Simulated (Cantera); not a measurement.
**Silicon epitaxy and polysilicon growth: Si₂H₆ + HCl + N₂ + Cl₂**

Charge: 1 mol Si₂H₆, 0.14 mol HCl, 150 mol N₂, 0.066 mol Cl₂, at 1023 K and 120000 Pa.

These are equilibrium values from Cantera (NASA tables, ideal gas, pure condensed phases), not measurements of a reactor. Candidate condensed phases: NH₄Cl, Si, Si₃N₄; 28 gas species. The feed counts by its element totals alone. N₂ is the only nitrogen source here; it is nearly inert below about 1500 K, so the nitride shown seldom forms there in practice. The numbers say what is thermodynamically allowed, not how fast it happens.

| Item | Value |
|---|---|
| x(N₂) | 0.979 |
| x(H₂) | 0.0193 |
| x(HCl) | 0.00179 |
| x(NH₃) | 1.60e-6 |
| n(Si₃N₄(s)) | 0.667 mol |
| gas amount | 151.9 mol |
| log10 activity of Si(s) (absent) | -6.95 |
